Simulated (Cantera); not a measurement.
A perfectly stirred reactor is fed with 18.2 % CH₄, 81.8 % H₂O, at 5.00 bar; it is held at 1550 K, and followed from long to short residence time.

Computed with Cantera and GRI-Mech 3.0 (53 species, 325 reactions).

x: mole fraction; the columns are a selection and need not sum to one.

| τ (s) | x CH₄ | x H₂O | x HCO | x H₂ | x CO | x HO₂ | x O |
|---|---|---|---|---|---|---|---|
| 0.62 | 0.0656 | 0.648 | 1.08e-9 | 0.218 | 0.0225 | <1e-12 | 8.47e-12 |
| 0.30 | 0.0759 | 0.687 | 7.18e-10 | 0.180 | 0.0143 | <1e-12 | 9.02e-12 |
| 0.15 | ? | 0.721 | 5.28e-10 | ? | ? | <1e-12 | 1.01e-11 |
| 0.072 | ? | 0.751 | 4.51e-10 | ? | ? | <1e-12 | 1.23e-11 |
| 0.035 | 0.127 | 0.774 | 4.45e-10 | 0.0736 | 0.00285 | <1e-12 | 1.58e-11 |
| 0.017 | 0.145 | 0.791 | 4.70e-10 | 0.0473 | 0.00143 | <1e-12 | 2.09e-11 |
| 0.0085 | 0.158 | 0.803 | 4.90e-10 | 0.0282 | 0.000672 | <1e-12 | 2.65e-11 |

Task: Fill in the missing entries.

Result: 
- 0.15, x CH₄: 0.0895
- 0.15, x H₂: 0.143
- 0.15, x CO: 0.00885
- 0.072, x CH₄: 0.108
- 0.072, x H₂: 0.106
- 0.072, x CO: 0.00515
